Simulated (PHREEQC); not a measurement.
## Brine

Consider water at 50 °C with 1.9 mol NaCl and 0.99 mol Na2SO4 per kg of water. Closed to the air; pH follows from the charge balance.

Computed with PHREEQC (Pitzer model, pitzer.dat).

This is a speciation only: nothing precipitates in the calculation.

Estimate the activity of water, osmotic coefficient, density.

activity of water 0.895; osmotic coefficient 0.914; density 1.157 g/cm³.

Away from 25 °C the constants follow the database's enthalpies or fits; those with neither stay at their 25 °C values.
